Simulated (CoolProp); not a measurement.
A closed Brayton cycle with carbon dioxide: compressor inlet 313.15 K and 9 MPa, high pressure 23.2 MPa, turbine inlet 865 K, compressor efficiency 0.8, turbine efficiency 0.85, recuperator effectiveness 0.8 (on enthalpy, no pinch check). Each further row changes one setting.

The numbers come from the reference Helmholtz-energy equation of state, Span 1996 in CoolProp.

```csv
case,thermal efficiency (%),net work (kJ/kg),compressor to turbine work,compressor exit (K),turbine exit (K)
as stated,…,93.6,0.25,357.4,754.2
turbine inlet 815 K,27.3,85.5,…,357.4,…
compressor inlet 323.15 K,26.9,78.3,…,396.0,754.2
high pressure 19.7 MPa,25.6,…,0.23,…,…
recuperator effectiveness 0.5,19.7,93.6,0.25,357.4,754.2
```

Task: What belongs in the gaps?

Result: 
- as stated, thermal efficiency (%): 28.1
- turbine inlet 815 K, compressor to turbine work: 0.26
- turbine inlet 815 K, turbine exit (K): 708.0
- compressor inlet 323.15 K, compressor to turbine work: 0.37
- high pressure 19.7 MPa, net work (kJ/kg): 80.3
- high pressure 19.7 MPa, compressor exit (K): 349.3
- high pressure 19.7 MPa, turbine exit (K): 772.8
